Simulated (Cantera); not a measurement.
# Thermodynamics of aluminium nitride and oxide growth, feed Al(CH3)3 + NH3 + N2

A closed system holds: 1 mol Al(CH3)3, 4 mol NH3, 10 mol N2, equilibrated at 150 Pa.

These are equilibrium values from Cantera (NASA tables, ideal gas, pure condensed phases), not measurements of a reactor. Candidate condensed phases: Al, AlN, C, C6H6, C7H8, C8H18; 97 gas species. The feed counts by its element totals alone. Kinetics and transport are ignored.

| T (K) | x N2 | x H2 | x H | x Al | x HCN | x HNC | x C2H2 (acetylene) | n AlN(s) | n C(graphite) |
|---|---|---|---|---|---|---|---|---|---|
| 1200 | 0.523 | 0.477 | 3.52e-6 | 4.03e-12 | 3.72e-5 | 1.86e-7 | 4.90e-8 | 1.00 | 3.00 |
| 1275 | 0.523 | 0.477 | 1.31e-5 | 1.76e-10 | 8.13e-5 | 5.81e-7 | 1.83e-7 | 1.00 | 3.00 |
| 1350 | 0.523 | 0.477 | 4.25e-5 | 5.01e-9 | 0.000163 | 1.60e-6 | 5.91e-7 | 1.00 | 3.00 |
| 1425 | 0.523 | 0.477 | 0.000122 | 9.99e-8 | 0.000302 | 3.95e-6 | 1.68e-6 | 1.000 | 2.99 |
| 1500 | 0.522 | 0.477 | 0.000314 | 1.47e-6 | 0.000528 | 8.91e-6 | 4.30e-6 | 1.000 | 2.99 |
| 1575 | 0.522 | 0.476 | 0.000740 | 1.67e-5 | 0.000872 | 1.86e-5 | 1.00e-5 | 1.000 | 2.98 |
| 1650 | 0.522 | 0.475 | 0.00162 | 0.000152 | 0.00138 | 3.61e-5 | 2.17e-5 | 0.997 | 2.97 |
| 1725 | 0.520 | 0.473 | 0.00330 | 0.00114 | 0.00208 | 6.62e-5 | 4.36e-5 | 0.975 | 2.95 |
| 1800 | 0.517 | 0.466 | 0.00631 | 0.00719 | 0.00301 | 0.000114 | 8.17e-5 | 0.838 | 2.93 |
| 1875 | 0.506 | 0.438 | 0.0112 | 0.0395 | 0.00411 | 0.000183 | 0.000139 | 0.0624 | 2.89 |
| 1950 | 0.503 | 0.430 | 0.0194 | 0.0418 | 0.00560 | 0.000290 | 0.000235 | 0 | 2.85 |
| 2025 | 0.499 | 0.419 | 0.0322 | 0.0416 | 0.00743 | 0.000441 | 0.000379 | 0 | 2.79 |
| 2100 | 0.493 | 0.404 | 0.0511 | 0.0412 | 0.00957 | 0.000646 | 0.000584 | 0 | 2.72 |
| 2175 | 0.484 | 0.383 | 0.0780 | 0.0407 | 0.0120 | 0.000909 | 0.000855 | 0 | 2.64 |
x: gas mole fraction; n: condensed amount in mol.

From 1200 K to 1875 K the condensed part is AlN(s) + C(graphite). From 1950 K to 2175 K the condensed part is C(graphite).
